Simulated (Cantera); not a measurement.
A closed system holds: 1 mol Si2Cl6, 15 mol NH3, 2.6 mol H2, 0.005 mol HCl, equilibrated at 0.00390 bar.

Equilibrium computed with Cantera from the NASA thermochemical tables; the gas is ideal and each condensed phase is pure. Candidate condensed phases: NH4Cl, Si, Si3N4; 28 gas species. The feed counts by its element totals alone. Gases not in the tables: Si2H6 and higher silanes. Equilibrium is a limit: real reactors are often held back by kinetics, nucleation or transport.

Problem. Which condensed phases are stable at each of these points (T (K)): 1323, 1373, 1423, 1473, 1523, 1573, 1623, 1673, 1723, 1773, 1823, 1873, 1923, 1973?

Solution. 
| T (K) | condensed phases | Si condensed (%) |
|---|---|---|
| 1323 | Si3N4(s) | 97.0 |
| 1373 | Si3N4(s) | 93.7 |
| 1423 | Si3N4(s) | 87.8 |
| 1473 | Si3N4(s) | 78.5 |
| 1523 | Si3N4(s) | 66.1 |
| 1573 | Si3N4(s) | 51.8 |
| 1623 | Si3N4(s) | 37.1 |
| 1673 | Si(s) | 26.7 |
| 1723 | Si(l) | 27.4 |
| 1773 | Si(l) | 28.5 |
| 1823 | Si(l) | 28.8 |
| 1873 | Si(l) | 28.0 |
| 1923 | Si(l) | 25.0 |
| 1973 | Si(l) | 18.5 |

From 1323 K to 1623 K the condensed part is Si3N4(s). At 1673 K the condensed part is Si(s). From 1723 K to 1973 K the condensed part is Si(l).
